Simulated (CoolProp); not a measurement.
n-butane along the isobar 5240 kPa: density (kg/m³) from the reference equation and from simpler models built on Tc = 425.1 K, pc = 3796 kPa, ω = 0.201; each cubic takes its own stable root.

Computed with CoolProp (reference Helmholtz-energy equation of state, Bücker 2006).

```tsv
T (K)	phase	reference
418.6	liquid	394.6
435.9	supercritical	324.6
453.3	supercritical	189.8
470.7	supercritical	137.9
488.1	supercritical	115.9
505.5	supercritical	102.6
522.9	supercritical	93.22
540.2	supercritical	86.14
557.6	supercritical	80.44
575	supercritical	75.72
```

Task: How far does each simpler model (Redlich-Kwong, Peng-Robinson) lie from the reference over these 10 states: mean and median of the absolute difference, and the worst?

Result: 
- Redlich-Kwong: mean 5.4 %, median 3.2 %, worst -15.7 % at 418.6 K and 5240 kPa
- Peng-Robinson: mean 2.9 %, median 1.9 %, worst -9.7 % at 435.9 K and 5240 kPa
